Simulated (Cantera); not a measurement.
# Thermal oxidation and active oxidation of silicon: Si + O₂ + H₂

Input: 1 mol Si, 0.32 mol O₂, 340 mol H₂, equilibrated at 1573.15 K.

Cantera equilibrium calculation (NASA polynomials, part measured and part estimated; ideal gas, pure solids and liquids). Candidate condensed phases: H₂O, Si, SiO₂; 18 gas species. Mutual solubility and eutectic melting of coexisting phases are not modelled. The tables hold silica as quartz up to 1696 K and as liquid above; real silica turns to tridymite and cristobalite and melts near 1996 K. Gases not in the tables: Si₂H₆ and higher silanes. The numbers say what is thermodynamically allowed, not how fast it happens.

| P (Pa) | x H₂ | x H | x SiO | x Si | x SiH₄ | x SiH | x H₂O | n Si(s) | n SiO₂(β-quartz) |
|---|---|---|---|---|---|---|---|---|---|
| 0.100 | 0.957 | 0.0398 | 0.00184 | 0.00103 | <1e-12 | 2.43e-6 | 3.57e-10 | 0 | 0 |
| 1.50 | 0.987 | 0.0104 | 0.00187 | 0.00104 | 4.61e-12 | 9.61e-6 | 3.71e-10 | 0 | 0 |
| 22 | 0.995 | 0.00274 | 0.00188 | 0.000251 | 2.44e-10 | 8.93e-6 | 1.56e-9 | 0.270 | 0 |
| 320 | 0.997 | 0.000719 | 0.00188 | 1.72e-5 | 3.56e-9 | 2.34e-6 | 2.27e-8 | 0.352 | 0 |
| 4600 | 0.998 | 0.000190 | 0.00188 | 1.20e-6 | 5.12e-8 | 6.18e-7 | 3.27e-7 | 0.358 | 0 |
| 68000 | 0.998 | 4.93e-5 | 0.00187 | 8.11e-8 | 7.58e-7 | 1.61e-7 | 4.82e-6 | 0.360 | 0 |
| 1000000 | 1.000 | 1.29e-5 | 0.000184 | 5.52e-9 | 1.12e-5 | 4.20e-8 | 6.98e-6 | 0.645 | 0.288 |
x: gas mole fraction; n: condensed amount in mol.

From 0.000750 Torr to 0.0113 Torr nothing is condensed. From 0.165 Torr to 510 Torr the condensed part is Si(s). At 7500 Torr the condensed part is Si(s) + SiO₂(β-quartz). The main Si-bearing gas is SiO throughout.
